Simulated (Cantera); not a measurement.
Input: 1 mol B, 0.91 mol H2O, at 750 K and 420 Pa.

Cantera equilibrium calculation (NASA polynomials, part measured and part estimated; ideal gas, pure solids and liquids). Candidate condensed phases: B, B2O3, B3O3H3, H2O; 23 gas species. Equilibrium is a limit: real reactors are often held back by kinetics, nucleation or transport.

Base state: H2 1.000, B3O3H3 0.000231 (mole fractions); condensed: B(s) + B2O3(l).

Q: What changes in the equilibrium state with this change: B replaced by BF3?

A: 
| species | before | after |
|---|---|---|
| BF3 | 0 | 0.416 |
| H2O | <1e-9 | 0.359 |
| HF | 0 | 0.199 |
| H2 | 1.000 | 1.10e-9 |
| B3O3F3 | 0 | 0.0243 |
| (HBO2)3 | <1e-9 | 0.00188 |
| B3O3H3 | 0.000231 | <1e-9 |
| B(s), mol | 0.393 | 0 |
| B2O3(l), mol | 0.303 | 0.0122 |
Gases not in the tables: H3BO3.
